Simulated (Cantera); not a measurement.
Feed: 1 mol c-C₄F₈, 1.5 mol CH₄, 0.81 mol H₂, equilibrated at 0.200 bar.

These are equilibrium values from Cantera (NASA tables, ideal gas, pure condensed phases), not measurements of a reactor. Candidate condensed phases: C, C₆H₆, C₇H₈, C₈H₁₈; 110 gas species. Ions and electrons are included (thermal ionisation). The feed counts by its element totals alone. Gases not in the tables: C₂F₆ and larger saturated fluorocarbons. Rates play no part.

### Question
Which condensed phases are stable at each of these points (T (°C)): 1727, 2227, 2727, 3227, 3727, 4227, 4727?

### Answer
```
T (°C)  condensed phases  C condensed (%)
------  ----------------  ---------------
1727         C(graphite)             98.1
2227         C(graphite)             98.1
2727         C(graphite)             97.8
3227            gas only              0.0
3727            gas only              0.0
4227            gas only              0.0
4727            gas only              0.0
```

From 1727 °C to 2727 °C the condensed part is C(graphite). From 3227 °C to 4727 °C nothing is condensed.
